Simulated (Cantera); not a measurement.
An isothermal, constant-pressure homogeneous reactor starts with N₂O : O₂ = 1 : 0.95 (molar parts), at 1048 K and 1100 Pa. Integrator tolerance rtol = 1e-08.

Model: GRI-Mech 3.0 (53 species, 325 reactions), integrated in Cantera. GRI-Mech 3.0 was tuned for natural gas; its chemistry of N2O as a main component is partial and can be far from experiment. Radical loss at walls, strong at low pressure, is not modelled. The mechanism lacks the step 2 NO + O2 → 2 NO2, which can matter for NO2 below about 1400 K. The temperature is held fixed by assumption; the heat of reaction is taken as removed at once.

### Question
What does this change do: temperature 1048 to 1598 K?

### Answer
```csv
quantity,before,after
x(N₂O) at 20.0 s,0.510 (gas-phase equilibrium 3.73e-10),3.23e-6 (gas-phase equilibrium 1.05e-8)
x(O₂) at 20.0 s,0.488 (gas-phase equilibrium 0.592),0.531 (gas-phase equilibrium 0.591)
x(O) at 20.0 s,1.19e-7 (gas-phase equilibrium 4.67e-9),9.97e-5 (gas-phase equilibrium 0.000104)
x(NO) at 20.0 s,0.000133 (gas-phase equilibrium 6.29e-5),0.120 (gas-phase equilibrium 0.00232)
x(NO₂) at 20.0 s,2.30e-8 (gas-phase equilibrium 4.32e-7),8.07e-5 (gas-phase equilibrium 1.65e-6)
x(N₂) at 20.0 s,0.00247 (gas-phase equilibrium 0.408),0.348 (gas-phase equilibrium 0.407)
```

### Question
What does this change do: temperature 1048 to 1150 K?

### Answer
```csv
quantity,before,after
x(N₂O) at 20.0 s,0.510 (gas-phase equilibrium 3.73e-10),0.482 (gas-phase equilibrium 8.71e-10)
x(O₂) at 20.0 s,0.488 (gas-phase equilibrium 0.592),0.493 (gas-phase equilibrium 0.592)
x(O) at 20.0 s,1.19e-7 (gas-phase equilibrium 4.67e-9),8.11e-7 (gas-phase equilibrium 6.14e-8)
x(NO) at 20.0 s,0.000133 (gas-phase equilibrium 6.29e-5),0.00213 (gas-phase equilibrium 0.000159)
x(NO₂) at 20.0 s,2.30e-8 (gas-phase equilibrium 4.32e-7),7.02e-7 (gas-phase equilibrium 6.08e-7)
x(N₂) at 20.0 s,0.00247 (gas-phase equilibrium 0.408),0.0239 (gas-phase equilibrium 0.408)
```
